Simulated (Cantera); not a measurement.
Input: 1 mol SiO₂, 2.4 mol MgO, 3.1 mol H₂O, equilibrated at 0.00700 bar.

Cantera equilibrium calculation (NASA polynomials, part measured and part estimated; ideal gas, pure solids and liquids). Candidate condensed phases: H₂O, Mg, MgO, Mg(OH)₂, MgSiO₃, Mg₂SiO₄, Si, SiO₂; 24 gas species. Mutual solubility and eutectic melting of coexisting phases are not modelled. Condensed phases not in the tables: alloys, solid solutions and most ternary compounds. Equilibrium is a limit: real reactors are often held back by kinetics, nucleation or transport.

x: gas mole fraction; n: condensed amount in mol.

```csv
T (K),x H₂O,x H₂,x O₂,x OH,x H,x O,x Mg(OH)₂,n MgO(s),n Mg₂SiO₄(s)
1348,1.000,0.000228,0.000107,(withheld),4.18e-7,5.04e-8,1.59e-8,0.400,1.00
1448,0.999,0.000640,0.000295,(withheld),2.79e-6,4.00e-7,8.38e-8,0.400,1.00
1548,0.997,0.00157,0.000712,(withheld),1.46e-5,2.43e-6,3.55e-7,0.400,1.00
1648,0.994,0.00347,0.00154,(withheld),6.27e-5,1.19e-5,1.26e-6,0.400,1.00
1748,0.988,0.00699,0.00306,(withheld),0.000228,4.84e-5,3.82e-6,0.400,1.00
1848,0.977,0.0130,0.00560,(withheld),0.000722,0.000169,1.02e-5,0.400,1.000
1948,0.957,0.0225,0.00958,(withheld),0.00203,0.000520,2.45e-5,0.400,1.000
```

Problem. Fill in the missing entries.

Solution. 
- 1348, x OH: 2.95e-5
- 1448, x OH: 0.000104
- 1548, x OH: 0.000309
- 1648, x OH: 0.000807
- 1748, x OH: 0.00188
- 1848, x OH: 0.00399
- 1948, x OH: 0.00779
